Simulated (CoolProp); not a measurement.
The fluid at 298.15 K and 0.371 MPa flows at 8.5 m/s in a round tube of 20 mm bore and 15 µm roughness, fully developed (64/Re and Nu = 3.66 if laminar; Colebrook and Gnielinski if turbulent). The same conditions are run with several fluids, on thermodynamics alone (safety and materials aside).

Model: reference Helmholtz-energy equation of state of each fluid (methane: Setzmann 1991; R22: Kamei 1995; nitrogen: Span 2000; normal hydrogen: Leachman 2009; R143a: Lemmon and Jacobsen 2000), in CoolProp.

Q: Rank methane, R22, nitrogen, normal hydrogen, R143a by Reynolds number, highest first.

A: R143a (205000), R22 (169000), nitrogen (40000), methane (36600), normal hydrogen (5750)

```tsv
fluid	Darcy friction factor	pressure drop (Pa/m)	heat-transfer coefficient (W/(m² K))	mass flow (kg/h)
methane	0.0245	107	158	23.2
R22	0.0203	501	222	132
nitrogen	0.0242	183	127	40.3
normal hydrogen	0.0368	20.0	172	2.89
R143a	0.0200	485	320	129
```

Transport values come from each fluid's own correlations; those of R22, R143a are estimates that may be off by 10 % or more.
